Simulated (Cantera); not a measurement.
A closed system holds: 1 mol MgCO3, 0.52 mol C, 0.1 mol O2, equilibrated at 973.15 K and 0.133 bar.

These are equilibrium values from Cantera (NASA tables, ideal gas, pure condensed phases), not measurements of a reactor. Candidate condensed phases: C, Mg, MgCO3, MgO; 15 gas species. The numbers say what is thermodynamically allowed, not how fast it happens.

Base state: CO 0.553, CO2 0.447 (mole fractions); condensed: MgO(s).

Question: What changes in the equilibrium state with this change: O2 from 0.1 to 11 mol?

Answer: 
```tsv
species	before	after
O2	<1e-9	0.873
CO2	0.447	0.127
CO	0.553	<1e-9
MgO(s), mol	1.00	1.00
```
